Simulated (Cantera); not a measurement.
**Moist CO burnout**

An isothermal, constant-pressure homogeneous reactor starts with CO : O2 : H2O : N2 = 0.001 : 0.0023 : 0.01 : 1 (molar parts), at 1275 K and 1.20 bar.

Model: GRI-Mech 3.0 (53 species, 325 reactions), integrated in Cantera.

```csv
t (s),x CO,x O2,x H2O,x NO2,x N2O
0.000100,0.000987,0.00227,0.00987,<1e-12,<1e-12
0.000305,0.000987,0.00227,0.00987,<1e-12,<1e-12
0.000932,0.000987,0.00227,0.00987,<1e-12,<1e-12
0.00285,0.000987,0.00227,0.00987,<1e-12,4.13e-12
0.00869,0.000837,0.00220,0.00980,<1e-12,1.93e-8
0.0265,7.20e-5,0.00182,0.00983,5.02e-11,1.97e-7
0.0809,5.47e-6,0.00178,0.00987,1.81e-10,2.49e-7
0.247,3.79e-7,0.00178,0.00987,1.72e-10,2.23e-7
0.754,2.17e-8,0.00178,0.00987,8.56e-11,1.22e-7
2.30,3.90e-9,0.00178,0.00987,4.89e-11,2.02e-8
7.03,2.07e-9,0.00178,0.00987,3.91e-11,3.09e-9
21.5,1.98e-9,0.00178,0.00987,3.86e-11,2.86e-9
65.5,1.98e-9,0.00178,0.00987,3.87e-11,2.86e-9
200,1.98e-9,0.00178,0.00987,3.91e-11,2.86e-9
```
x: mole fraction; the columns are a selection and need not sum to one.

Equilibrium at this temperature and pressure: CO 1.99e-9, O2 0.00176, H2O 0.00987, NO2 4.16e-8, N2O 2.84e-9 (gas phase only).
